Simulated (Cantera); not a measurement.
Feed: 1 mol V, 1.6 mol NH3, 0.34 mol N2, equilibrated at 1875 °C and 0.00340 bar.

Cantera equilibrium calculation (NASA polynomials, part measured and part estimated; ideal gas, pure solids and liquids). Candidate condensed phases: V, VN; 11 gas species. Condensed phases not in the tables: V2N, N, O or C dissolved in the metal. The numbers say what is thermodynamically allowed, not how fast it happens.

Base state: H2 0.627, N2 0.311, H 0.0566, V 0.00543 (mole fractions); condensed: V(s).

Q: What changes in the equilibrium state with this change: pressure from 0.00340 bar to 1.00 bar?

A: 
```tsv
species	before	after
H2	0.627	0.786
N2	0.311	0.210
H	0.0566	0.00370
V	0.00543	4.21e-6
V(s), mol	0.980	0
VN(s), mol	0	1.000
```
VN: taken at fixed stoichiometry. Condensed phases not in the tables: V2N.
